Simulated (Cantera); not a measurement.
A closed system holds: 1 mol CH3SiCl3, 0.0058 mol C3H8, 340 mol H2, 0.012 mol CH4, equilibrated at 13.3 mbar.

Method: chemical equilibrium by Gibbs-energy minimisation in Cantera with the NASA 1993 tables (ideal gas, pure condensed phases). Candidate condensed phases: C, C6H6, C7H8, C8H18, Si, SiC; 109 gas species. The feed counts by its element totals alone. The numbers say what is thermodynamically allowed, not how fast it happens.

Question: At 777 °C, list the 3 most abundant gas species with their mole fractions, and the condensed phases.

Answer: H2 0.991, HCl 0.00874, CH4 8.74e-5. Condensed: SiC(s).
